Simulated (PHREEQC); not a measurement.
Dissolve 160 mmol/kgw KH2PO4, 20 mmol/kgw NaF and 0.143 mmol/kgw KCl at 20 °C. Closed to the air; pH follows from the charge balance.

All values are PHREEQC results (ion-association model, phreeqc.dat), not measurements.

No solid was allowed to form.

**Question.** Estimate the pH, activity of water, ionic strength.

**Answer.** pH 4.58; activity of water 0.994; ionic strength 0.181 mol/kgw.

**Question.** In which forms is F present?

**Answer.** F- 97 %, HF 2.4 %, NaF 0.6 % of the F.
